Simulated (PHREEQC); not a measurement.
## Copper plating or etch bath (model solution)

A solution holds 0.01 mol CuSO4, 0.79 mol HCl and 0.028 mol Na2SO4 per kg of water, at 49 °C. Closed to the air; pH follows from the charge balance.

Equilibrium calculation in PHREEQC: ion-association model, wateq4f.dat.

Each row changes one thing in this solution. This is a speciation only: nothing precipitates in the calculation.

```csv
case,pH,ionic strength (mol/kgw),HSO4- (mol/kgw),CuCl+ (mol/kgw),Cu+2 (mol/kgw),SO4-2 (mol/kgw),SI of Halite (NaCl),SI of Chalcanthite (CuSO4:5H2O)
as made,0.25,0.828,0.0364,0.00511,0.00403,0.00151,-3.37,-4.21
temperature from 49 to 60 °C,0.26,0.826,0.0367,0.00589,?,0.00118,-3.40,-4.50
diluted 10-fold with water,1.20,0.0846,0.00317,0.000197,0.000780,0.000606,-5.21,-4.58
CuSO4 from 0.01 to 0.002 mol/kgw,0.25,0.822,0.0288,0.00103,?,0.00118,-3.37,-5.02
Na2SO4 from 0.028 to 0.0028 mol/kgw,0.24,?,0.0123,?,0.00402,0.000489,-4.37,-4.69
Na2SO4 from 0.028 to 0.042 mol/kgw,0.26,0.844,0.0497,0.00510,0.00404,0.00212,-3.20,-4.07
temperature from 49 to 20 °C,0.25,0.837,0.0351,0.00252,0.00705,0.00268,-3.29,-3.56
Na2SO4 from 0.028 to 0.0308 mol/kgw,0.26,0.831,0.0390,0.00511,0.00404,0.00163,-3.33,-4.18
temperature from 49 to 30 °C,0.25,0.834,0.0356,0.00343,0.00601,0.00223,-3.32,-3.77
```

Problem. What belongs in the gaps?

Solution. 
- temperature from 49 to 60 °C, Cu+2 (mol/kgw): 0.00307
- CuSO4 from 0.01 to 0.002 mol/kgw, Cu+2 (mol/kgw): 0.000802
- Na2SO4 from 0.028 to 0.0028 mol/kgw, ionic strength (mol/kgw): 0.801
- Na2SO4 from 0.028 to 0.0028 mol/kgw, CuCl+ (mol/kgw): 0.00514

The ionic strength passes 0.7 mol/kgw, the rough limit of the ion-association models, in as made; temperature from 49 to 60 °C; CuSO4 from 0.01 to 0.002 mol/kgw; Na2SO4 from 0.028 to 0.0028 mol/kgw; Na2SO4 from 0.028 to 0.042 mol/kgw; temperature from 49 to 20 °C; Na2SO4 from 0.028 to 0.0308 mol/kgw; temperature from 49 to 30 °C. Complexes and solids missing from the database can't appear. Away from 25 °C the constants follow the database's enthalpies or fits; those with neither stay at their 25 °C values.
